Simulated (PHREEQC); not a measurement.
Make-up at 25 °C: 1.7 mol LiCl, 0.0068 mol K2SO4 and 0.1 mol MgCl2 per kg of water. Closed to the air; pH follows from the charge balance.

The numbers come from PHREEQC with the Pitzer model, pitzer.dat.

No solid was allowed to form.

Task: Estimate the activity of water, density, osmotic coefficient.

Result: activity of water 0.927; density 1.044 g/cm³; osmotic coefficient 1.123.
